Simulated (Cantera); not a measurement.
# Premixed flame

A freely propagating, adiabatic, planar premixed flame of 9.51 % CH4, 19.0 % O2, 71.5 % N2, equivalence ratio 1.0, unburnt at 675 K and 308 Torr; mixture-averaged transport, grid criteria slope 0.08 and curve 0.16, no radiation.

Cantera simulation using GRI-Mech 3.0 (53 species, 325 reactions); the numbers are that mechanism's predictions, not measurements. Burning velocities carry a grid error of a few per cent, more on coarse grids.

| z (mm) | T (K) | u (m/s) | x CH4 | x O2 | x C2H | x C2H2 | x H | x N2O |
|---|---|---|---|---|---|---|---|---|
| -2.02 | 675 | 2.00 | 0.0950 | 0.190 | <1e-8 | <1e-8 | <1e-8 | <1e-8 |
| -1.34 | 676 | 2.01 | 0.0947 | 0.190 | <1e-8 | 1.17e-8 | 6.37e-8 | <1e-8 |
| -1.01 | 680 | 2.03 | 0.0942 | 0.189 | <1e-8 | 7.79e-8 | 7.97e-7 | <1e-8 |
| -0.672 | 717 | 2.15 | 0.0910 | 0.186 | <1e-8 | 1.29e-6 | 1.80e-5 | <1e-8 |
| -0.336 | 1028 | 3.13 | 0.0685 | 0.160 | <1e-8 | 2.52e-5 | 0.000393 | <1e-8 |
| -0.168 | 1411 | 4.36 | 0.0386 | 0.121 | 1.14e-8 | 9.16e-5 | 0.00166 | <1e-8 |
| 0 | 1786 | 5.58 | 0.0102 | 0.0736 | 3.68e-7 | 0.000171 | 0.00531 | 1.95e-8 |
| 0.168 | 1947 | 6.10 | 0.00101 | 0.0437 | 3.13e-7 | 4.26e-5 | 0.00974 | 3.31e-8 |
| 0.336 | 1984 | 6.20 | 5.45e-5 | 0.0320 | 2.35e-8 | 2.18e-6 | 0.0123 | 4.21e-8 |
| 0.672 | 2013 | 6.26 | 1.48e-7 | 0.0260 | <1e-8 | <1e-8 | 0.0137 | 4.58e-8 |
| 1.34 | 2050 | 6.35 | <1e-8 | 0.0235 | <1e-8 | <1e-8 | 0.0131 | 4.58e-8 |
| 2.69 | 2101 | 6.48 | <1e-8 | 0.0217 | <1e-8 | <1e-8 | 0.0109 | 4.83e-8 |
| 5.37 | 2169 | 6.66 | <1e-8 | 0.0196 | <1e-8 | <1e-8 | 0.00807 | 5.45e-8 |
x: mole fraction of selected species; z is measured from the peak of heat release.

```
Property                     Value
------------------------  --------
laminar burning velocity  200 cm/s
thermal thickness         0.672 mm
peak x(C2H)                5.26e-7
peak x(C2H2)              0.000173
peak x(H)                   0.0137
grid points                    158
```
